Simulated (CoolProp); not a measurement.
Carbonyl sulfide along the isotherm 620 K: density (kg/m³) from the reference equation and from simpler models built on Tc = 378.8 K, pc = 6.369 MPa, ω = 0.098; each cubic takes its own stable root.

Values from CoolProp's reference Helmholtz-energy equation of state, Lemmon 2006. It is a short technical equation, of lower accuracy than the large ones.

```
p (MPa)          phase  reference
-------  -------------  ---------
0.158              gas      1.844
0.267              gas      3.120
0.45               gas      5.268
0.76               gas      8.923
1.28               gas      15.11
2.16               gas      25.71
3.65               gas      44.06
6.16               gas      76.08
10.4     supercritical      133.0
17.6     supercritical      234.6
29.6     supercritical      393.6
50       supercritical      577.5
```

How far does each simpler model (van der Waals, Soave-Redlich-Kwong, Peng-Robinson) lie from the reference over these 12 states: mean and median of the absolute difference, and the worst?


- van der Waals: mean 2.2 %, median 1.0 %, worst -7.4 % at 620 K and 50 MPa
- Soave-Redlich-Kwong: mean 1.6 %, median 0.4 %, worst -5.9 % at 620 K and 29.6 MPa
- Peng-Robinson: mean 0.5 %, median 0.3 %, worst +1.7 % at 620 K and 50 MPa
